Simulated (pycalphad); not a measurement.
Source of the numbers: pycalphad with the COST 507 light-alloy database (1999); pressure 1 atm. These are 1990s assessments: newer ones move some temperatures and phases. Phase fractions are per mole of atoms.

Problem. Give the equilibrium state of Al-3.846Mg-11.17Si (wt.%) at 610 K.

Solution. fcc, fraction 0.851, with 0.06 Mg, 0.11 Si wt.%; diamond (Si), fraction 0.085, with no Mg, >99.99 Si wt.%; MG2SI, fraction 0.063, with 63.4 Mg, 36.6 Si wt.%.

Database names, with the compositions (at.%) that they take in these runs: MG2SI: Mg 67 Si 33. An entry "none" or "no" means that the model of the phase leaves that element out.
